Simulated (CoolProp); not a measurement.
A simple Rankine cycle with dimethyl ether: condensing at 308.15 K, boiler at 3.17 MPa, turbine inlet 411.2 K, turbine efficiency 0.65, pump efficiency 0.6, no recuperator. Each further row changes one setting.

Values from CoolProp's reference Helmholtz-energy equation of state, Wu 2011.

| case | thermal efficiency (%) | net work (kJ/kg) | heat in (kJ/kg) | turbine exit temperature (K) | volume ratio over the turbine |
|---|---|---|---|---|---|
| as stated | 8.9 | 46.0 | 517 | 356.9 | 4.18 |
| turbine inlet 431.2 K | 9.1 | ___ | ___ | 379.3 | 4.10 |
| condensing temperature 300.15 K | 10.0 | 53.7 | 536 | ___ | 5.19 |
| boiler pressure 2.22 MPa | 7.1 | 38.4 | 539 | 374.0 | 2.84 |
| turbine efficiency 0.55 | ___ | 38.0 | 517 | 361.5 | 4.25 |

Problem. Fill in the missing entries.

Solution. 
- turbine inlet 431.2 K, net work (kJ/kg): 50.8
- turbine inlet 431.2 K, heat in (kJ/kg): 561
- condensing temperature 300.15 K, turbine exit temperature (K): 350.2
- turbine efficiency 0.55, thermal efficiency (%): 7.4
